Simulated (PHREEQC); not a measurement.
Dissolve 0.038 mol K2CO3, 4.8e-05 mol Al(NO3)3 and 8.1e-05 mol CuSO4 per kg of water at 20 °C. Closed to the air; pH follows from the charge balance.

Equilibrium calculation in PHREEQC: ion-association model, wateq4f.dat.

```json
{
  "pH": "11.29",
  "ionic_strength": "0.112 mol/kgw",
  "total_alkalinity": "76.0 meq/kg"
}
```

| species | molality | activity | log γ |
|---|---|---|---|
| K+ | 0.0760 | 0.0576 | -0.121 |
| CO3-2 | 0.0359 | 0.0135 | -0.425 |
| HCO3- | 0.00210 | 0.00165 | -0.106 |
| OH- | 0.00175 | 0.00132 | -0.122 |
| NO3- | 0.000144 | 0.000107 | -0.127 |
| Cu(OH)2 | 7.93e-5 | 8.14e-5 | 0.011 |
| SO4-2 | 6.92e-5 | 2.50e-5 | -0.442 |
| Al(OH)4- | 4.80e-5 | 3.70e-5 | -0.113 |
| KSO4- | 1.18e-5 | 9.26e-6 | -0.106 |
| Cu(OH)3- | 1.23e-6 | 9.52e-7 | -0.110 |
| Cu(CO3)2-2 | 3.49e-7 | 1.27e-7 | -0.439 |
| Cu(OH)4-2 | 1.02e-7 | 3.69e-8 | -0.439 |
| CO2 | 1.99e-8 | 2.04e-8 | 0.011 |

This is a speciation only: nothing precipitates in the calculation. Examples of supersaturated solids here: Cu(OH)2, Tenorite (slow to form). Others may be too. Complexes and solids missing from the database can't appear. The database's constant for dissolved Cu(OH)2 is higher than later reviews accept.
